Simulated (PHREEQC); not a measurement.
A solution holds 8e-05 mol Na2SiF6 per kg of water, at 25 °C. Closed to the air; pH follows from the charge balance.

All values are PHREEQC results (ion-association model, wateq4f.dat), not measurements.

Precipitation was switched off in this run.

Question: What pH, ionic strength does the model give?

Answer: pH 3.69; ionic strength 0.000369 mol/kgw.

Question: In which forms is F present?

Answer: F- 77 %, HF 23 % of the F.

SiF6-2 is the database's only silicon fluoride.
